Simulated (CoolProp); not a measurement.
The numbers come from the reference Helmholtz-energy equation of state, Platzer 1990 in CoolProp. This equation is an older, rougher fit.

Problem. For CF4 (R14), give the phase and the cv (kJ/(kg K)), Joule-Thomson coefficient (K/MPa) at -112.65 °C and 0.176 bar.

Solution. 
- -112.65 °C and 0.176 bar: gas; cv 0.379, Joule-Thomson coefficient 22.4
